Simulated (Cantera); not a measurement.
What does this Cantera script print?

```python
import numpy as np
import cantera as ct

gas = ct.Solution("gri30.yaml")
gas.TPX = 1623, 150, {'C2H4': 1, 'H2': 6}
inlet = ct.Reservoir(gas, clone=True)

reactor = ct.IdealGasConstPressureReactor(gas, energy="off", clone=False)
exhaust = ct.Reservoir(gas, clone=True)
tau = [8.5, 2.7, 0.86, 0.27, 0.087, 0.028, 0.0088, 0.0028][0]
for a, b in ((inlet, reactor), (reactor, exhaust)):
    ct.MassFlowController(a, b, mdot=lambda t: reactor.mass / tau)
net = ct.ReactorNet([reactor])
show = ['C2H4', 'H2', 'C2H6', 'C2H2', 'CH3']

rows = []
print(f"{'tau/s':>10s}{'T/K':>9s}" + "".join(f"{s:>11s}" for s in show))
for tau in [8.5, 2.7, 0.86, 0.27, 0.087, 0.028, 0.0088, 0.0028]:
    net.initial_time = 0.0
    net.advance(30 * tau)
    before = gas.X
    net.advance(40 * tau)
    drift = np.max(np.abs(gas.X - before) / (gas.X + 1e-9))
    rows.append([gas.T, *gas[show].X, drift])
    print(f"{tau:10.3e}{gas.T:9.1f}" + "".join(f"{x:11.3e}" for x in gas[show].X))
```

Result:

```
     tau/s      T/K       C2H4         H2       C2H6       C2H2        CH3
 8.500e+00   1623.0  4.028e-03  8.744e-01  3.353e-09  1.215e-01  4.205e-08
 2.700e+00   1623.0  1.671e-02  8.728e-01  8.520e-09  1.104e-01  1.480e-08
 8.600e-01   1623.0  4.831e-02  8.689e-01  1.686e-08  8.272e-02  7.222e-09
 2.700e-01   1623.0  9.265e-02  8.634e-01  2.358e-08  4.392e-02  4.957e-09
 8.700e-02   1623.0  1.235e-01  8.596e-01  2.121e-08  1.693e-02  3.273e-09
 2.800e-02   1623.0  1.365e-01  8.579e-01  1.397e-08  5.559e-03  1.754e-09
 8.800e-03   1623.0  1.409e-01  8.574e-01  7.418e-09  1.743e-03  7.970e-10
 2.800e-03   1623.0  1.422e-01  8.572e-01  3.025e-09  5.538e-04  2.740e-10
```

Cantera simulation using GRI-Mech 3.0 (53 species, 325 reactions); the numbers are that mechanism's predictions, not measurements. GRI-Mech 3.0 was tuned for natural gas; its chemistry of ethylene as a main component is partial and can be far from experiment. GRI-Mech 3.0 stops at C3 and has no aromatics, soot or wall deposition, so with more carbon than oxygen in the feed, carbon stays in small species such as C2H2 where larger ones or solid carbon would form. Radical loss at walls, strong at low pressure, is not modelled.
